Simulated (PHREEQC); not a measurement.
A solution holds 0.0013 mol/kgw KOH and 0.00033 mol/kgw H3BO3, at 25 °C. Closed to the air; pH follows from the charge balance.

The numbers come from PHREEQC with the ion-association model, wateq4f.dat.

```json
[
 {"quantity": "pH", "before": "10.97", "after": "11.14"},
 {"quantity": "ionic strength (mol/kgw)", "before": "0.00130", "after": "0.00130"}
]
```

Problem. Which change was made?
(A) 0.00069 mol/kgw NaHCO3 added
(B) temperature from 25 to 20 °C
(C) diluted 10-fold with water
(D) 0.00063 mol/kgw K2CO3 added
(E) KOH left out

Solution. B, temperature from 25 to 20 °C

Precipitation was switched off in this run.
